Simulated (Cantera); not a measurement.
A Cantera script and its output.

```python
import numpy as np
import cantera as ct

gas = ct.Solution("gri30.yaml")
gas.TP = 300, 280000
flame = ct.CounterflowDiffusionFlame(gas, width=0.02)
flame.fuel_inlet.X, flame.fuel_inlet.T = {'CO': 1, 'H2': 0.068, 'CH4': 0.14, 'N2': 0.35}, 398
flame.oxidizer_inlet.X, flame.oxidizer_inlet.T = {'O2': 0.28, 'N2': 0.72}, 550
flame.set_refine_criteria(ratio=3, slope=0.12, curve=0.24, prune=0.03)
show = ['OH', 'H', 'NO', 'CO', 'C2H2']

rows = []
print(f"{'mdot':>8s}{'a_max':>10s}{'a_mean':>10s}{'Tmax/K':>9s}" + "".join(f"{s:>11s}" for s in show) + "   (peak mole fractions)")
for i, mdot in enumerate([1.7, 2.3, 3.1, 4.2, 5.6, 7.6, 10, 14, 19]):  # kg/m2/s on the oxidiser side
    flame.oxidizer_inlet.mdot, flame.fuel_inlet.mdot = mdot, 0.89 * mdot
    flame.solve(loglevel=0, auto=(i == 0))
    if flame.T.max() < max(398, 550) + 100:
        print(f"{mdot:8.3g}  no burning solution found from the previous one")
        break
    dT = np.abs(np.gradient(flame.T, flame.grid))
    rows.append([flame.strain_rate("max"), flame.strain_rate("mean"), flame.T.max(),
                 *(flame.X[gas.species_index(s)].max() for s in show), max(dT[0], dT[-1]) / dT.max()])
    print(f"{mdot:8.3g}{rows[-1][0]:10.1f}{rows[-1][1]:10.1f}{rows[-1][2]:9.1f}" + "".join(f"{x:11.3e}" for x in rows[-1][3:-1]))
```

Output:

```
    mdot     a_max    a_mean   Tmax/K         OH          H         NO         CO       C2H2   (peak mole fractions)
     1.7     302.8      82.3   2418.6  8.446e-03  3.061e-03  7.185e-04  6.421e-01  2.269e-03
     2.3     402.2     111.4   2389.7  8.637e-03  3.363e-03  5.729e-04  6.422e-01  2.221e-03
     3.1     533.7     150.1   2359.9  8.807e-03  3.686e-03  4.599e-04  6.423e-01  2.204e-03
     4.2     712.6     203.4   2326.5  8.956e-03  4.041e-03  3.698e-04  6.423e-01  2.206e-03
     5.6     938.3     271.1   2294.6  9.059e-03  4.408e-03  3.044e-04  6.423e-01  2.218e-03
     7.6    1258.6     368.0   2259.8  9.139e-03  4.820e-03  2.507e-04  6.423e-01  2.219e-03
      10    1640.0     484.2   2227.7  9.196e-03  5.209e-03  2.119e-04  6.423e-01  2.196e-03
      14    2270.5     677.8   2187.0  9.165e-03  5.680e-03  1.721e-04  6.423e-01  2.120e-03
      19    3051.2     919.9   2148.5  9.040e-03  6.099e-03  1.413e-04  6.423e-01  1.990e-03
```

Cantera simulation using GRI-Mech 3.0 (53 species, 325 reactions); the numbers are that mechanism's predictions, not measurements. GRI-Mech 3.0 has no aromatics or soot, which form on the fuel side of real flames. The maximum strain rate includes the flame's own expansion and is several times the mean.
